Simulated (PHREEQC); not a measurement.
## Polishing slurry liquid: an equilibrium model

Solution (25 °C): 20 mmol/kgw H2SO4, 17 mmol/kgw Fe(NO3)3 and 1.8 mmol/kgw CO2. Closed to the air; pH follows from the charge balance.

Model: ion-association model, phreeqc.dat, run in PHREEQC.

```
Quantity                   Value
----------------  --------------
pH                          1.54
ionic strength    0.0765 mol/kgw
total alkalinity    -74.0 meq/kg
```

```
species   molality  activity   log γ
--------  --------  --------  ------
NO3-        0.0510    0.0395  -0.111
H+          0.0348    0.0291  -0.078
FeSO4+      0.0110   0.00881  -0.097
HSO4-      0.00398   0.00317  -0.099
Fe+3       0.00357  0.000716  -0.698
SO4-2      0.00276   0.00112  -0.391
CO2        0.00180   0.00183   0.008
FeHSO4+2   0.00170  0.000686  -0.395
FeOH+2    0.000388  0.000159  -0.388
```

This is a speciation only: nothing precipitates in the calculation. Saturation is exceeded, for instance for Hematite (slow to form), Goethite (slow to form); the values hold only as long as no solid forms. Complexes and solids missing from the database can't appear.
